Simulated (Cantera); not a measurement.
A Cantera script and its output.

```python
import numpy as np
import cantera as ct

gas = ct.Solution("gri30.yaml")
gas.TPX = 1475, 500000, {'CH4': 0.012, 'O2': 0.0045, 'N2': 1}
reactor = ct.IdealGasConstPressureReactor(gas, energy="off", clone=False)
net = ct.ReactorNet([reactor])
net.rtol, net.atol = 1e-08, 1e-18
show = ['CH4', 'O2', 'CH2CO', 'H2O', 'CH3', 'N2O', 'CH2O']
times = np.geomspace(8e-06, 300, 10)

steps = ct.SolutionArray(gas, extra=["t"])
rows = []
print(f"{'t/s':>10s}{'T/K':>9s}{'P/Pa':>11s}" + "".join(f"{s:>11s}" for s in show))
for t in times:
    while net.time < t:
        t_next = net.step()
        steps.append(gas.state, t=t_next)
    rows.append([np.interp(t, steps.t, y) for y in (steps.T, steps.P, *steps(*show).X.T)])
    print(f"{t:10.3e}{rows[-1][0]:9.1f}{rows[-1][1]:11.4g}" + "".join(f"{x:11.3e}" for x in rows[-1][2:]))
rate = np.gradient(steps.T, steps.t)
print("integrator steps:", len(steps.t))
if steps.T.max() > steps.T[0] + 200:
    print(f"time of steepest temperature rise: {steps.t[rate.argmax()]:.4e} s")
gas.TPX = 1475, 500000, {'CH4': 0.012, 'O2': 0.0045, 'N2': 1}
gas.equilibrate("TP")
print(f"equilibrium (TP): T = {gas.T:.1f} K  " + "  ".join(f"{s} {gas[s].X[0]:.3e}" for s in show))
```

Result:

```
       t/s      T/K       P/Pa        CH4         O2      CH2CO        H2O        CH3        N2O       CH2O
 8.000e-06   1475.0      5e+05  1.181e-02  4.427e-03  1.415e-19  8.254e-09  1.195e-07  1.574e-13  2.752e-10
 5.555e-05   1475.0      5e+05  1.180e-02  4.427e-03  1.095e-15  9.253e-08  9.032e-07  3.177e-12  1.586e-08
 3.857e-04   1475.0      5e+05  1.180e-02  4.426e-03  9.499e-12  1.513e-06  5.620e-06  4.671e-11  7.900e-07
 2.678e-03   1475.0      5e+05  1.172e-02  4.406e-03  1.104e-08  2.460e-05  1.288e-05  3.873e-10  1.334e-05
 1.859e-02   1475.0      5e+05  1.047e-02  3.924e-03  6.499e-06  6.188e-04  2.930e-05  4.628e-09  3.783e-05
 1.291e-01   1475.0      5e+05  5.034e-03  1.588e-04  3.103e-06  4.894e-03  7.946e-06  7.059e-10  8.541e-07
 8.963e-01   1475.0      5e+05  3.382e-03  1.123e-09  1.750e-07  4.885e-03  3.659e-06  4.892e-14  1.924e-08
 6.223e+00   1475.0      5e+05  1.274e-03  1.181e-14  1.799e-07  4.434e-03  1.298e-06  3.064e-14  6.311e-09
 4.321e+01   1475.0      5e+05  7.904e-04  3.992e-15  8.277e-08  2.797e-03  7.365e-07  1.889e-14  1.954e-09
 3.000e+02   1475.0      5e+05  6.174e-04  1.469e-16  1.121e-08  5.439e-04  5.152e-07  3.993e-15  5.161e-10
integrator steps: 2134
equilibrium (TP): T = 1475.0 K  CH4 1.018e-04  O2 1.263e-23  CH2CO 6.287e-10  H2O 1.268e-07  CH3 8.161e-08  N2O 1.428e-18  CH2O 4.170e-10
```

Computed with Cantera and GRI-Mech 3.0 (53 species, 325 reactions). GRI-Mech 3.0 stops at C3 and has no aromatics, soot or wall deposition, so with more carbon than oxygen in the feed, carbon stays in small species such as C2H2 where larger ones or solid carbon would form.
